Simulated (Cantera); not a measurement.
A jet of 6.63 % CH4, 14.1 % O2, 79.3 % N2 at 300 K and 0.0650 bar hits a platinum plate 2.2 cm away at a mass flux of 0.18 kg/m²/s; the plate temperature is set and raised in steps from an oxygen-covered start.

Model: Deutschmann's 1995 Pt surface mechanism with GRI-Mech 3.0 gas chemistry, integrated in Cantera. Catalytic surfaces can have several steady states; this one follows from the mechanism file's or the stated starting coverage.

One state of this run: wall x CH4 = 0.0179; wall x O2 = 0.0376; wall x H2O = 0.0888; wall x OH = 1.84e-5; wall x CO = 9.66e-5; wall x CO2 = 0.0595; θ free Pt = 0.800; θ O* = 0.199; θ OH* = 0.000611. x: mole fraction at the wall; θ: surface coverage.

Q: Which value of plate T (K) does it belong to?
A. 1150
B. 950
C. 1300
D. 1250

A: C, 1300
